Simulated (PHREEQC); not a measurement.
Solution (25 °C): 0.021 mol/kgw NH4Cl, 0.0028 mol/kgw NaF and 0.033 mol/kgw NaCl. Closed to the air; pH follows from the charge balance.

Equilibrium calculation in PHREEQC: ion-association model, phreeqc.dat.

Each row changes one thing in this solution. This is a speciation only: nothing precipitates in the calculation.

| case | pH | ionic strength (mol/kgw) | NaF (mol/kgw) | NH3 (mol/kgw) | HF (mol/kgw) | HF2- (mol/kgw) | SI of Halite (NaCl) |
|---|---|---|---|---|---|---|---|
| as made | 5.84 | 0.0568 | 3.68e-5 | 6.47e-6 | 4.73e-6 | 5.01e-8 | -4.47 |
| temperature from 25 to 65 °C | 5.44 | 0.0567 | 3.53e-5 | ___ | 2.53e-5 | 3.04e-7 | ___ |
| 0.043 mol/kgw HBr added | 1.48 | 0.0971 | 8.84e-7 | 2.63e-10 | 0.00272 | 7.62e-7 | -4.50 |
| NH4Cl from 0.021 to 0.0105 mol/kgw | 5.99 | 0.0463 | 3.80e-5 | 4.65e-6 | 3.43e-6 | 3.63e-8 | -4.55 |
| 0.023 mol/kgw NH3 added | 9.39 | 0.0568 | 3.68e-5 | 0.0230 | 1.34e-9 | 1.42e-11 | -4.47 |

### Question
Fill in the missing entries.

### Answer

- temperature from 25 to 65 °C, NH3 (mol/kgw): 2.99e-5
- temperature from 25 to 65 °C, SI of Halite (NaCl): -4.51

Species that the database lacks are ignored. Constants without temperature data keep their 25 °C values here.
